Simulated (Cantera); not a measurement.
Input: 1 mol Si(CH3)4, 0.0066 mol C2H2, 11 mol H2, held at 10.0 mbar.

Equilibrium computed with Cantera from the NASA thermochemical tables; the gas is ideal and each condensed phase is pure. Candidate condensed phases: C, C6H6, C7H8, C8H18, Si, SiC; 87 gas species. Gases not in the tables: Si2H6 and higher silanes. Rates play no part.

Q: What share of the Si ends up in condensed phases as a function of T (K), at 1923, 1973, 2023, 2073, 2123, 2173, 2223, 2273, 2323, 2373, 2423, 2473, 2523?

A: 
```
T (K)  Si condensed (%)      as
-----  ----------------  ------
1923               99.9  SiC(s)
1973               99.7  SiC(s)
2023               99.3  SiC(s)
2073               98.5  SiC(s)
2123               97.0  SiC(s)
2173               93.9  SiC(s)
2223               88.0  SiC(s)
2273               76.9  SiC(s)
2323               56.3  SiC(s)
2373               18.0  SiC(s)
2423                0.0       -
2473                0.0       -
2523                0.0       -
```
